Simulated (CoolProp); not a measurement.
Vapour-liquid equilibrium of R13 (1) + CHF3 (R23) (2) at 0.0122 MPa; x and y are mole fractions of (1).

The numbers come from the multi-fluid Helmholtz-energy mixture model, Platzer 1990 and Penoncello 2003; pair parameters Bell 2016 in CoolProp. This equation is an older, rougher fit; its heat capacities, sound speeds and derivatives of the liquid may be far off and weren't checked against measurements.

```
x     bubble temperature, mixture model (°C)  bubble temperature, Raoult's law (°C)  y, mixture model  y, Raoult's law
----  --------------------------------------  -------------------------------------  ----------------  ---------------
0.05                                  -114.5                                 -112.1             0.230            0.056
0.2                                   -117.3                                 -112.3             0.460            0.220
0.35                                  -117.9                                 -112.5             0.515            0.379
0.5                                   -118.0                                 -112.8             0.535            0.531
0.65                                  -117.9                                 -113.0             0.558            0.678
0.8                                   -117.5                                 -113.2             0.616            0.820
0.95                                  -115.4                                 -113.4             0.821            0.956
```

The largest gap from Raoult's law is -5.4 K in bubble temperature, at x = 0.35. y crosses x between x = 0.5 and 0.65: the model has an azeotrope there.

The pair parameters rest on a limited set of measurements; away from them the model extrapolates.
